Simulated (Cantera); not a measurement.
Charge: 1 mol Pb, 8.9 mol NH3, 56 mol N2, equilibrated at 1175 °C and 0.133 bar.

Cantera equilibrium calculation (NASA polynomials, part measured and part estimated; ideal gas, pure solids and liquids). Candidate condensed phases: Pb; 11 gas species. Rates play no part.

Base state: N2 0.808, H2 0.178, Pb 0.0134, H 1.07e-5 (mole fractions); condensed: gas only.

What changes in the equilibrium state with this change: temperature from 1175 °C to 525 °C?


```csv
species,before,after
N2,0.808,0.819
H2,0.178,0.181
NH3,6.58e-7,2.83e-5
Pb,0.0134,4.30e-7
H,1.07e-5,<1e-9
"Pb(l), mol",0,1.000
```
